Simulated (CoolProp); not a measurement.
R1224YDZ at several states: density (kg/m³) from the reference equation and from simpler models built on Tc = 155.5 °C, pc = 3334 kPa, ω = 0.325; each cubic takes its own stable root.

Model: reference Helmholtz-energy equation of state, Akasaka 2023, in CoolProp.

```
T (°C)  p (kPa)   phase  reference
------  -------  ------  ---------
172.65     27.8     gas      1.116
-35.95      248  liquid       1516
13.15       269  liquid       1393
```

How far does each simpler model (van der Waals, Redlich-Kwong, Soave-Redlich-Kwong, Peng-Robinson) lie from the reference over these 3 states: mean and median of the absolute difference, and the worst?


- van der Waals: mean 46.8 %, median 41.8 %, worst -98.7 % at 13.15 °C and 269 kPa
- Redlich-Kwong: mean 9.6 %, median 13.9 %, worst -14.7 % at 13.15 °C and 269 kPa
- Soave-Redlich-Kwong: mean 7.1 %, median 10.5 %, worst -10.8 % at -35.95 °C and 248 kPa
- Peng-Robinson: mean 0.6 %, median 0.5 %, worst +1.1 % at 13.15 °C and 269 kPa

At some of these states van der Waals gives the other phase, because its saturation line lies elsewhere.
